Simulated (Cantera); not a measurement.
An isothermal, constant-pressure homogeneous reactor starts with 2.25 % H2, 97.8 % O2, at 1425 K and 2400 Pa.

Model: GRI-Mech 3.0 (53 species, 325 reactions), integrated in Cantera. Radical loss at walls, strong at low pressure, is not modelled.

x: mole fraction; the columns are a selection and need not sum to one.

```csv
t (s),x H2,x O2,x H,x H2O2,x H2O,x OH,x O
0.000600,0.0223,0.977,2.38e-5,2.88e-9,0.000149,0.000107,0.000126
0.00149,0.000574,0.957,0.00153,5.18e-8,0.0193,0.00378,0.0175
0.00369,…,0.957,…,3.67e-8,0.0202,0.00297,0.0180
0.00915,0.000168,0.959,0.00107,3.59e-8,0.0204,0.00286,0.0165
0.0227,0.000140,0.962,0.000798,3.39e-8,0.0207,0.00261,0.0136
0.0563,9.28e-5,0.967,0.000423,2.95e-8,0.0212,0.00214,0.00884
0.140,4.28e-5,0.973,0.000129,2.14e-8,0.0218,0.00145,0.00398
0.346,…,0.976,…,…,0.0223,…,…
0.859,3.14e-6,0.977,2.50e-6,5.09e-9,0.0225,0.000395,0.000285
2.13,7.32e-7,0.977,2.81e-7,1.86e-9,0.0226,0.000191,6.63e-5
5.29,2.06e-7,0.977,4.20e-8,7.32e-10,0.0227,0.000101,1.86e-5
13.1,1.05e-7,0.977,1.54e-8,4.75e-10,0.0227,7.26e-5,9.55e-6
32.5,9.83e-8,0.977,1.39e-8,4.58e-10,0.0227,7.02e-5,8.91e-6
80.6,9.83e-8,0.977,1.39e-8,4.58e-10,0.0227,7.02e-5,8.91e-6
200,9.83e-8,0.977,1.39e-8,4.58e-10,0.0227,7.02e-5,8.91e-6
```

Question: Fill in the missing entries.

Answer: 
- 0.00369, x H2: 0.000182
- 0.00369, x H: 0.00121
- 0.346, x H2: 1.31e-5
- 0.346, x H: 2.16e-5
- 0.346, x H2O2: 1.19e-8
- 0.346, x OH: 0.000807
- 0.346, x O: 0.00120
